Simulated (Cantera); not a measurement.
Input (Python, Cantera) and output of one run.

```python
import numpy as np
import cantera as ct

gas_names = """
    H HNO HNO2 HNO3 HO2 H2 H2O H2O2 N NH NH2 NH3 NH2OH NO NO2 NO3 N2 N2H2 N2H4 N2O O OH O2 O3 Si SiH
    SiH2 SiH3 SiH4 SiN SiO SiO2 Si2 Si2N Si3
""".split()
cond_names = """
    H2O(s) H2O(L) Si(cr) Si(L) SiO2(Lqz) SiO2(hqz) SiO2(L) Si2N2O(s) Si3N4(a)
""".split()


# ... load() reads the species with a 1 bar reference pressure and builds the phases ...
atoms = {
    'Si': {'Si': 1},
    'N2O': {'N': 2, 'O': 1},
    'H2': {'H': 2},
}
top_T = {'Si2N2O(s)': 2100, 'Si3N4(a)': 2400}  # K; cautious upper limits of use, not melting points


# ... equilibrate(T, P, feed) seeds the gas with the atoms and calls Mixture.equilibrate('TP', solver="vcs", rtol=1e-11, max_steps=5000) ...
results = []
T = 1873.15  # K
P = 240000  # Pa
for m in [0.18, 0.23, 0.29, 0.36, 0.46, 0.59, 0.74, 0.95, 1.2, 1.5, 1.9, 2.5]:
    feed = {'Si': 1, 'N2O': m, 'H2': 74}  # mol
    mix = equilibrate(T, P, feed)
    results.append((T, P, feed, dict(zip(mix.species_names, mix.species_moles))))
    x = sorted(zip(gas.X, gas.species_names), reverse=True)
    print(f"T = {T:g} K  P = {P:g} Pa  n(N2O) = {m:g} mol  gas = {mix.phase_moles(0):.4g} mol")
    print("   x: " + "  ".join(f"{s} {v:.3e}" for v, s in x if v > 1e-05))
    print("   condensed (mol): " + ("  ".join(f"{mix.phase(i).name} {mix.phase_moles(i):.4g}"
          for i in range(1, mix.n_phases) if mix.phase_moles(i) > 1e-12) or "none"))
```

It prints:

```
T = 1873.15 K  P = 240000 Pa  n(N2O) = 0.18 mol  gas = 74.34 mol
   x: H2 9.951e-01  N2 2.185e-03  SiO 2.182e-03  H 4.161e-04  SiH2 4.886e-05
   condensed (mol): Si(L) 0.7984  Si2N2O(s) 0.01742
T = 1873.15 K  P = 240000 Pa  n(N2O) = 0.23 mol  gas = 74.34 mol
   x: H2 9.951e-01  N2 2.185e-03  SiO 2.182e-03  H 4.161e-04  SiH2 4.886e-05
   condensed (mol): Si(L) 0.6984  Si2N2O(s) 0.06742
T = 1873.15 K  P = 240000 Pa  n(N2O) = 0.29 mol  gas = 74.34 mol
   x: H2 9.951e-01  N2 2.185e-03  SiO 2.182e-03  H 4.161e-04  SiH2 4.886e-05
   condensed (mol): Si(L) 0.5784  Si2N2O(s) 0.1274
T = 1873.15 K  P = 240000 Pa  n(N2O) = 0.36 mol  gas = 74.34 mol
   x: H2 9.951e-01  N2 2.185e-03  SiO 2.182e-03  H 4.161e-04  SiH2 4.886e-05
   condensed (mol): Si(L) 0.4384  Si2N2O(s) 0.1974
T = 1873.15 K  P = 240000 Pa  n(N2O) = 0.46 mol  gas = 74.34 mol
   x: H2 9.951e-01  N2 2.185e-03  SiO 2.182e-03  H 4.161e-04  SiH2 4.886e-05
   condensed (mol): Si(L) 0.2384  Si2N2O(s) 0.2974
T = 1873.15 K  P = 240000 Pa  n(N2O) = 0.59 mol  gas = 74.38 mol
   x: H2 9.946e-01  N2 2.459e-03  SiO 2.454e-03  H 4.160e-04  SiH2 3.859e-05
   condensed (mol): Si2N2O(s) 0.407
T = 1873.15 K  P = 240000 Pa  n(N2O) = 0.74 mol  gas = 74.95 mol
   x: H2 9.870e-01  N2 6.292e-03  SiO 6.177e-03  H 4.144e-04  H2O 1.173e-04
   condensed (mol): Si2N2O(s) 0.2682
T = 1873.15 K  P = 240000 Pa  n(N2O) = 0.95 mol  gas = 75.49 mol
   x: H2 9.797e-01  N2 1.074e-02  SiO 8.775e-03  H 4.128e-04  H2O 4.009e-04
   condensed (mol): SiO2(L) 0.05909  Si2N2O(s) 0.1391
T = 1873.15 K  P = 240000 Pa  n(N2O) = 1.2 mol  gas = 75.73 mol
   x: H2 9.764e-01  N2 1.480e-02  SiO 7.885e-03  H2O 4.447e-04  H 4.122e-04
   condensed (mol): SiO2(L) 0.2452  Si2N2O(s) 0.07872
T = 1873.15 K  P = 240000 Pa  n(N2O) = 1.5 mol  gas = 76.05 mol
   x: H2 9.723e-01  N2 1.972e-02  SiO 7.065e-03  H2O 4.942e-04  H 4.113e-04
   condensed (mol): SiO2(L) 0.4626
T = 1873.15 K  P = 240000 Pa  n(N2O) = 1.9 mol  gas = 76.12 mol
   x: H2 9.707e-01  N2 2.496e-02  SiO 2.636e-03  H2O 1.323e-03  H 4.109e-04
   condensed (mol): SiO2(L) 0.7994
T = 1873.15 K  P = 240000 Pa  n(N2O) = 2.5 mol  gas = 76.55 mol
   x: H2 9.594e-01  N2 3.265e-02  H2O 7.022e-03  SiO 4.907e-04  H 4.085e-04  NH3 1.028e-05
   condensed (mol): SiO2(L) 0.9624
```

These are equilibrium values from Cantera (NASA tables, ideal gas, pure condensed phases), not measurements of a reactor. Mutual solubility and eutectic melting of coexisting phases are not modelled. The tables hold silica as quartz up to 1696 K and as liquid above; real silica turns to tridymite and cristobalite and melts near 1996 K. Gases not in the tables: Si(OH)4, Si2H6 and higher silanes.
